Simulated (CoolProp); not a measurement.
Saturation properties of m-xylene.

Computed with CoolProp (reference Helmholtz-energy equation of state, Zhou 2012).

```json
[
 {"T (K)": "439.1", "p (MPa)": "0.1981", "liquid density (kg/m³)": "727.7", "vapour density (kg/m³)": "6.188", "liquid viscosity (µPa s)": "182"},
 {"T (K)": "442.4", "p (MPa)": "0.2137", "liquid density (kg/m³)": "724.2", "vapour density (kg/m³)": "6.653", "liquid viscosity (µPa s)": "178"},
 {"T (K)": "445.8", "p (MPa)": "0.2308", "liquid density (kg/m³)": "720.6", "vapour density (kg/m³)": "7.160", "liquid viscosity (µPa s)": "174"},
 {"T (K)": "449.1", "p (MPa)": "0.2484", "liquid density (kg/m³)": "717.0", "vapour density (kg/m³)": "7.681", "liquid viscosity (µPa s)": "170"},
 {"T (K)": "452.5", "p (MPa)": "0.2675", "liquid density (kg/m³)": "713.3", "vapour density (kg/m³)": "8.250", "liquid viscosity (µPa s)": "167"},
 {"T (K)": "455.8", "p (MPa)": "0.2871", "liquid density (kg/m³)": "709.6", "vapour density (kg/m³)": "8.833", "liquid viscosity (µPa s)": "163"},
 {"T (K)": "459.1", "p (MPa)": "0.3079", "liquid density (kg/m³)": "706.0", "vapour density (kg/m³)": "9.449", "liquid viscosity (µPa s)": "159"},
 {"T (K)": "462.5", "p (MPa)": "0.3304", "liquid density (kg/m³)": "702.1", "vapour density (kg/m³)": "10.12", "liquid viscosity (µPa s)": "156"},
 {"T (K)": "465.8", "p (MPa)": "0.3535", "liquid density (kg/m³)": "698.4", "vapour density (kg/m³)": "10.81", "liquid viscosity (µPa s)": "153"},
 {"T (K)": "469.2", "p (MPa)": "0.3785", "liquid density (kg/m³)": "694.5", "vapour density (kg/m³)": "11.55", "liquid viscosity (µPa s)": "149"},
 {"T (K)": "472.5", "p (MPa)": "0.4041", "liquid density (kg/m³)": "690.6", "vapour density (kg/m³)": "12.32", "liquid viscosity (µPa s)": "146"},
 {"T (K)": "475.8", "p (MPa)": "0.4310", "liquid density (kg/m³)": "686.8", "vapour density (kg/m³)": "13.12", "liquid viscosity (µPa s)": "143"},
 {"T (K)": "479.2", "p (MPa)": "0.4601", "liquid density (kg/m³)": "682.7", "vapour density (kg/m³)": "14.00", "liquid viscosity (µPa s)": "140"},
 {"T (K)": "482.5", "p (MPa)": "0.4897", "liquid density (kg/m³)": "678.8", "vapour density (kg/m³)": "14.89", "liquid viscosity (µPa s)": "137"}
]
```

It boils at 412.2 K under 1 atm.

Viscosity comes from a separate model (Cao 2016).
